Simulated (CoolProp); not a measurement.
Vapour-liquid equilibrium of toluene (1) + m-xylene (2) at 164.25 °C; x and y are mole fractions of (1).

Model: multi-fluid Helmholtz-energy mixture model, Lemmon 2006 and Zhou 2012; pair parameters Bell 2016, in CoolProp.

```
x     bubble pressure, mixture model (kPa)  bubble pressure, Raoult's law (kPa)  y, mixture model  y, Raoult's law
----  ------------------------------------  -----------------------------------  ----------------  ---------------
0.05                                 200.1                                199.7             0.093            0.094
0.2                                  230.1                                227.5             0.328            0.330
0.35                                 260.2                                255.4             0.511            0.515
0.5                                  289.3                                283.2             0.655            0.664
0.65                                 316.9                                311.0             0.773            0.786
0.8                                  343.0                                338.9             0.875            0.888
0.95                                 367.9                                366.7             0.969            0.974
```

The largest gap from Raoult's law is +2.2 % in bubble pressure, at x = 0.5. No azeotrope shows between x = 0.05 and 0.95.

The pair parameters rest on a limited set of measurements; away from them the model extrapolates.
